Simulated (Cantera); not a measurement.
Feed: 1 mol SiCl4, 34 mol NH3, equilibrated at 1675 °C and 0.0100 bar.

Method: chemical equilibrium by Gibbs-energy minimisation in Cantera with the NASA 1993 tables (ideal gas, pure condensed phases). Candidate condensed phases: NH4Cl, Si, Si3N4; 28 gas species. The tables' values for SiCl, SiN are old estimates; treat these amounts as uncertain. Gases not in the tables: Si2H6 and higher silanes. Rates play no part.

Base state: H2 0.697, N2 0.241, HCl 0.0426, H 0.00944, SiCl2 0.00662, Si 0.00233, SiCl 0.000456, Cl 0.000432 (mole fractions); condensed: Si(l).

Question: What changes in the equilibrium state with this change: pressure from 0.0100 bar to 0.00133 bar?

Answer: 
| species | before | after |
|---|---|---|
| H2 | 0.697 | 0.676 |
| N2 | 0.241 | 0.237 |
| HCl | 0.0426 | 0.0458 |
| H | 0.00944 | 0.0255 |
| Si | 0.00233 | 0.00883 |
| Cl | 0.000432 | 0.00129 |
| SiH2 | 5.47e-5 | 2.68e-5 |
| Si2 | 2.12e-5 | 4.07e-5 |
| SiCl2 | 0.00662 | 0.00400 |
| Si(l), mol | 0.309 | 0 |
